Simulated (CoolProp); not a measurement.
Vapour pressure (kPa) of C3F8 (R218): the reference equation beside estimates from Tc = 345.0 K, pc = 2640 kPa, ω = 0.317. Clausius-Clapeyron is anchored at 221.6 K with a constant enthalpy of vaporisation of 20.75 kJ/mol.

Values from CoolProp's reference Helmholtz-energy equation of state, Lemmon 2006. It is a short technical equation, of lower accuracy than the large ones.

```json
[
 {"T (K)": "192.2", "reference": "7.843", "Lee-Kesler": "7.618", "Clausius-Clapeyron": "8.804", "Redlich-Kwong": "23.70", "Peng-Robinson": "8.116"},
 {"T (K)": "198.1", "reference": "11.95", "Lee-Kesler": "11.66", "Clausius-Clapeyron": "12.96", "Redlich-Kwong": "33.53", "Peng-Robinson": "12.27"},
 {"T (K)": "204", "reference": "17.70", "Lee-Kesler": "17.34", "Clausius-Clapeyron": "18.65", "Redlich-Kwong": "46.27", "Peng-Robinson": "18.04"},
 {"T (K)": "209.8", "reference": "25.37", "Lee-Kesler": "24.95", "Clausius-Clapeyron": "26.16", "Redlich-Kwong": "62.13", "Peng-Robinson": "25.72"},
 {"T (K)": "215.7", "reference": "35.75", "Lee-Kesler": "35.29", "Clausius-Clapeyron": "36.22", "Redlich-Kwong": "82.20", "Peng-Robinson": "36.06"},
 {"T (K)": "221.6", "reference": "49.28", "Lee-Kesler": "48.83", "Clausius-Clapeyron": "49.28", "Redlich-Kwong": "106.8", "Peng-Robinson": "49.52"},
 {"T (K)": "227.5", "reference": "66.62", "Lee-Kesler": "66.21", "Clausius-Clapeyron": "66.00", "Redlich-Kwong": "136.5", "Peng-Robinson": "66.72"},
 {"T (K)": "233.4", "reference": "88.44", "Lee-Kesler": "88.16", "Clausius-Clapeyron": "87.08", "Redlich-Kwong": "171.8", "Peng-Robinson": "88.37"},
 {"T (K)": "239.3", "reference": "115.5", "Lee-Kesler": "115.4", "Clausius-Clapeyron": "113.3", "Redlich-Kwong": "213.5", "Peng-Robinson": "115.2"},
 {"T (K)": "245.1", "reference": "148.0", "Lee-Kesler": "148.2", "Clausius-Clapeyron": "145.1", "Redlich-Kwong": "261.1", "Peng-Robinson": "147.5"},
 {"T (K)": "251", "reference": "187.9", "Lee-Kesler": "188.4", "Clausius-Clapeyron": "184.3", "Redlich-Kwong": "316.9", "Peng-Robinson": "187.0"},
 {"T (K)": "256.9", "reference": "235.5", "Lee-Kesler": "236.5", "Clausius-Clapeyron": "231.5", "Redlich-Kwong": "380.8", "Peng-Robinson": "234.4"}
]
```

Absolute difference from the reference over all 12 rows, mean and median: Lee-Kesler 1.1 and 0.8 %, Clausius-Clapeyron 3.4 and 1.9 %, Redlich-Kwong 118.9 and 110.8 %, Peng-Robinson 1.0 and 0.5 %.
